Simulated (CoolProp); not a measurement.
Properties of propylene at several states.

The numbers come from the reference Helmholtz-energy equation of state, Lemmon 2013 in CoolProp.

```tsv
T (K)	p (bar)	phase	expansivity (1/kK)	fugacity coefficient
467.6	83.6	supercritical	5.927	0.7533
187.3	181	liquid	1.557	[?]
132.6	262	liquid	1.420	[?]
191	37.2	liquid	[?]	0.004696
```

Question: Some entries are withheld; supply them.

Answer: 
- 187.3, fugacity coefficient: 0.001353
- 132.6, fugacity coefficient: 6.123e-6
- 191, expansivity (1/kK): 1.726
